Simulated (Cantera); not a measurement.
A Cantera script and its output.

```python
import numpy as np
import cantera as ct

gas = ct.Solution("gri30.yaml")
gas.TPX = 1800, 790000, {'CH4': 1, 'C2H6': 0.043, 'C3H8': 0.16, 'O2': 6.28, 'N2': 23.6}
reactor = ct.IdealGasConstPressureReactor(gas, energy="on", clone=False)
net = ct.ReactorNet([reactor])
net.rtol, net.atol = 1e-08, 1e-16
show = ['CH4', 'C2H6', 'C3H8', 'CO', 'H2O2', 'OH', 'O2']
times = np.geomspace(1e-06, 6, 10)

steps = ct.SolutionArray(gas, extra=["t"])
rows = []
print(f"{'t/s':>10s}{'T/K':>9s}{'P/Pa':>11s}" + "".join(f"{s:>11s}" for s in show))
for t in times:
    while net.time < t:
        t_next = net.step()
        steps.append(gas.state, t=t_next)
    rows.append([np.interp(t, steps.t, y) for y in (steps.T, steps.P, *steps(*show).X.T)])
    print(f"{t:10.3e}{rows[-1][0]:9.1f}{rows[-1][1]:11.4g}" + "".join(f"{x:11.3e}" for x in rows[-1][2:]))
rate = np.gradient(steps.T, steps.t)
print("integrator steps:", len(steps.t))
if steps.T.max() > steps.T[0] + 200:
    print(f"time of steepest temperature rise: {steps.t[rate.argmax()]:.4e} s")
gas.TPX = 1800, 790000, {'CH4': 1, 'C2H6': 0.043, 'C3H8': 0.16, 'O2': 6.28, 'N2': 23.6}
gas.equilibrate("HP")
print(f"equilibrium (HP): T = {gas.T:.1f} K  " + "  ".join(f"{s} {gas[s].X[0]:.3e}" for s in show))
```

Output:

```
       t/s      T/K       P/Pa        CH4       C2H6       C3H8         CO       H2O2         OH         O2
 1.000e-06   1792.9    7.9e+05  3.107e-02  1.244e-03  3.687e-03  1.378e-04  3.399e-06  1.112e-04  2.005e-01
 5.664e-06   2321.2    7.9e+05  1.612e-07  6.163e-14  1.120e-20  3.583e-02  7.280e-07  1.402e-02  1.143e-01
 3.208e-05   2663.4    7.9e+05  9.040e-18  7.843e-33  1.978e-45  4.502e-03  7.100e-07  1.078e-02  1.038e-01
 1.817e-04   2663.3    7.9e+05  6.314e-18  1.597e-33  1.128e-48  4.214e-03  7.170e-07  1.052e-02  1.028e-01
 1.029e-03   2649.4    7.9e+05  5.682e-18  1.325e-33  8.598e-49  4.044e-03  6.871e-07  1.004e-02  9.868e-02
 5.830e-03   2636.8    7.9e+05  5.146e-18  1.111e-33  6.669e-49  3.894e-03  6.605e-07  9.618e-03  9.504e-02
 3.302e-02   2636.6    7.9e+05  5.138e-18  1.108e-33  6.644e-49  3.892e-03  6.601e-07  9.612e-03  9.498e-02
 1.870e-01   2636.6    7.9e+05  5.138e-18  1.108e-33  6.644e-49  3.892e-03  6.601e-07  9.612e-03  9.498e-02
 1.059e+00   2636.6    7.9e+05  5.138e-18  1.108e-33  6.644e-49  3.892e-03  6.601e-07  9.612e-03  9.498e-02
 6.000e+00   2636.6    7.9e+05  5.138e-18  1.108e-33  6.644e-49  3.892e-03  6.601e-07  9.612e-03  9.498e-02
integrator steps: 1527
time of steepest temperature rise: 4.8777e-06 s
equilibrium (HP): T = 2636.6 K  CH4 7.476e-18  C2H6 2.062e-33  C3H8 1.274e-48  CO 3.892e-03  H2O2 6.601e-07  OH 9.612e-03  O2 9.498e-02
```

Cantera simulation using GRI-Mech 3.0 (53 species, 325 reactions); the numbers are that mechanism's predictions, not measurements. GRI-Mech 3.0 was tuned for natural gas; its chemistry of propane as a main component is partial and can be far from experiment.
